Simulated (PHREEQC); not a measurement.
Make-up at 80 °C: 0.0048 mol Cu(BF4)2 and 0.00019 mol HBF4 per kg of water. Closed to the air; pH follows from the charge balance.

Computed with PHREEQC (ion-association model, phreeqc.dat).

Precipitation was switched off in this run.

Question: Order these F species by the share of F that they hold, largest first: HF, BF3OH-, BF4-, F-, BF2(OH)2-.

Answer: BF4- (59 %), HF (22 %), F- (7.1 %), BF3OH- (5.9 %), BF2(OH)2- (4.3 %)

The pH is 3.09 and the ionic strength 0.0149 mol/kgw. Complexes and solids missing from the database can't appear. At this temperature some constants are extrapolated from 25 °C, and those without enthalpy data are left unchanged. Real BF4- forms and hydrolyses slowly; the run takes it at equilibrium.
